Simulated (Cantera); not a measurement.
Input: 1 mol SiH4, 2.2 mol HCl, 35 mol H2, held at 1.00 Torr.

Method: chemical equilibrium by Gibbs-energy minimisation in Cantera with the NASA 1993 tables (ideal gas, pure condensed phases). Candidate condensed phases: Si; 19 gas species. Rates play no part.

Over these rows the condensed part is Si(s). Partial pressures as log10 of bar:

```tsv
T (K)	1000/T (1/K)	log p SiH2Cl2	log p H2	log p HCl
1098	0.9107	-7.74	-2.90	-4.25
1198	0.8347	?	-2.90	-4.22
1298	0.7704	-8.69	-2.90	-4.23
1398	0.7153	-9.09	-2.90	-4.23
1498	0.6676	-9.44	-2.90	-4.24
1598	0.6258	-9.74	-2.90	-4.24
```

**Question.** Fit log p(SiH2Cl2) = a + b·(1000/T) to the five rows, give the apparent enthalpy, and predict the row at 1198 K.

**Answer.** Means: 1000/T = 0.7380, log p = -8.940. Sxy = 0.343705, Sxx = 0.0489353, so b = 7.02 and a = -8.940 − (7.02)×0.7380 = -14.12.
Apparent enthalpy: −19.145 × (7.02) = -134 kJ/mol. With the condensed phases at unit activity, Si(s) + 2 HCl(g) = SiH2Cl2(g) links this pressure to the main gases: over the six rows their terms move log p by +0.02 in all, so the slope is close to that reaction's ΔH°. The five rows lie within 0.02 of the line.
Prediction at 1198 K: -14.12 + (7.02)×0.8347 = -8.26. The computed value is -8.23, 0.03 from the line.
